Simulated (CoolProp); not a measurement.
Vapour-liquid equilibrium of hydrogen sulfide (1) + propane (2) at -59.25 °C; x and y are mole fractions of (1).

Model: multi-fluid Helmholtz-energy mixture model, Lemmon 2006 and Lemmon 2009; pair parameters Kunz 2012, in CoolProp.

```json
[
 {"x": "0.05", "bubble pressure (MPa)": "0.06351", "y at the bubble point": "0.328", "dew pressure at overall composition x (MPa)": "0.04657", "liquid density (mol/L)": "13.89"},
 {"x": "0.15", "bubble pressure (MPa)": "0.08906", "y at the bubble point": "0.555", "dew pressure at overall composition x (MPa)": "0.05155", "liquid density (mol/L)": "14.56"},
 {"x": "0.25", "bubble pressure (MPa)": "0.1034", "y at the bubble point": "0.641", "dew pressure at overall composition x (MPa)": "0.05769", "liquid density (mol/L)": "15.39"},
 {"x": "0.35", "bubble pressure (MPa)": "0.1112", "y at the bubble point": "0.684", "dew pressure at overall composition x (MPa)": "0.06539", "liquid density (mol/L)": "16.37"},
 {"x": "0.45", "bubble pressure (MPa)": "0.1154", "y at the bubble point": "0.709", "dew pressure at overall composition x (MPa)": "0.07530", "liquid density (mol/L)": "17.55"},
 {"x": "0.55", "bubble pressure (MPa)": "0.1176", "y at the bubble point": "0.726", "dew pressure at overall composition x (MPa)": "0.08830", "liquid density (mol/L)": "18.93"},
 {"x": "0.65", "bubble pressure (MPa)": "0.1189", "y at the bubble point": "0.742", "dew pressure at overall composition x (MPa)": "0.1051", "liquid density (mol/L)": "20.53"},
 {"x": "0.75", "bubble pressure (MPa)": "0.1196", "y at the bubble point": "0.763", "dew pressure at overall composition x (MPa)": "0.1193", "liquid density (mol/L)": "22.36"},
 {"x": "0.85", "bubble pressure (MPa)": "0.1190", "y at the bubble point": "0.804", "dew pressure at overall composition x (MPa)": "0.1168", "liquid density (mol/L)": "24.41"},
 {"x": "0.95", "bubble pressure (MPa)": "0.1137", "y at the bubble point": "0.899", "dew pressure at overall composition x (MPa)": "0.1103", "liquid density (mol/L)": "26.64"}
]
```

y crosses x between x = 0.75 and 0.85: the model has an azeotrope there.

Pair parameters are fitted to limited data, so mixtures are less certain than the pure fluids. With so large a gap from Raoult's law the liquid may split in two, which this calculation doesn't test in full.
